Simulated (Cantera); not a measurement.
**Thermodynamics of silicon nitride deposition, feed SiH₄ + NH₃ + N₂**

Charge: 1 mol SiH₄, 5.5 mol NH₃, 8.9 mol N₂, at 1648.15 K and 3.80 mbar.

Cantera equilibrium calculation (NASA polynomials, part measured and part estimated; ideal gas, pure solids and liquids). Candidate condensed phases: Si, Si₃N₄; 18 gas species. Kinetics and transport are ignored.

```yaml
x(N₂): 0.517
x(H₂): 0.482
x(H): 0.00100
x(Si): 3.32e-5
x(SiH): 2.61e-6
x(SiH₂): 2.00e-6
x(SiN): 1.06e-6
n(Si₃N₄(s)): 0.333 mol
gas_amount: 21.25 mol
log10 activity of Si(s) (absent): -0.31
```
